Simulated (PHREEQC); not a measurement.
Dissolve 0.15 mol/kgw HNO3, 0.00029 mol/kgw K2SO4 and 9.6e-06 mol/kgw CO2 at 75 °C. Closed to the air; pH follows from the charge balance.

Computed with PHREEQC (ion-association model, wateq4f.dat).

Precipitation was switched off in this run.

**Question.** Estimate the pH.

**Answer.** pH 0.93.

**Question.** In which forms is S present?

**Answer.** HSO4- 94 %, SO4-2 5.7 % of the S.

Away from 25 °C the constants follow the database's enthalpies or fits; those with neither stay at their 25 °C values.
